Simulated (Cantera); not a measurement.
Feed: 1 mol S, 0.023 mol SO2, 0.11 mol H2, held at 49000 Pa.

Method: chemical equilibrium by Gibbs-energy minimisation in Cantera with the NASA 1993 tables (ideal gas, pure condensed phases). Candidate condensed phases: H2O, H2SO4, S; 34 gas species. Ions and electrons are included (thermal ionisation). Equilibrium is a limit: real reactors are often held back by kinetics, nucleation or transport. All values below are at 5000 K.

Base state: S 0.788, H 0.170, O 0.0342, S2 0.00410, SO 0.00162, SH 0.00115, H2 0.000342, S+ 0.000181 (mole fractions); condensed: gas only.

Problem. What changes in the equilibrium state with this change: 0.0026 mol CO2 added?

Solution. 
```json
[
 {"species": "S", "before": "0.788", "after": "0.785"},
 {"species": "H", "before": "0.170", "after": "0.169"},
 {"species": "O", "before": "0.0342", "after": "0.0360"},
 {"species": "CO", "before": "0", "after": "0.00199"},
 {"species": "CS", "before": "0", "after": "1.75e-5"},
 {"species": "C", "before": "0", "after": "1.19e-5"},
 {"species": "O2", "before": "1.17e-5", "after": "1.29e-5"},
 {"species": "OH", "before": "0.000128", "after": "0.000134"}
]
```
Further candidate phases: C, C6H6, C7H8, C8H18.
